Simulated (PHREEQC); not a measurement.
Consider water at 25 °C with 0.0072 mol/kgw Cu(BF4)2, 9e-05 mol/kgw H2SO4 and 4.9e-05 mol/kgw KCl. Closed to the air; pH follows from the charge balance.

Model: ion-association model, phreeqc.dat, run in PHREEQC.

| quantity | before | after |
|---|---|---|
| pH | 2.87 | 2.93 |
| ionic strength (mol/kgw) | 0.0228 | 0.0120 |
| BF4- (mol/kgw) | 0.0118 | 0.00524 |
| HF (mol/kgw) | 0.00410 | 0.00334 |
| F- (mol/kgw) | 0.00238 | 0.00214 |
| H3BO3 (mol/kgw) | 0.00125 | 0.00115 |
| SI of Sylvite (KCl) | -9.65 | -9.62 |

Problem. Which change was made?
A) 0.0027 mol/kgw LiOH added
B) 0.00085 mol/kgw LiOH added
C) Cu(BF4)2 from 0.0072 to 0.0036 mol/kgw
D) H2SO4 from 9e-05 to 1.8e-05 mol/kgw
E) temperature from 25 to 40 °C

Solution. C, Cu(BF4)2 from 0.0072 to 0.0036 mol/kgw

This is a speciation only: nothing precipitates in the calculation. Real BF4- forms and hydrolyses slowly; the run takes it at equilibrium.
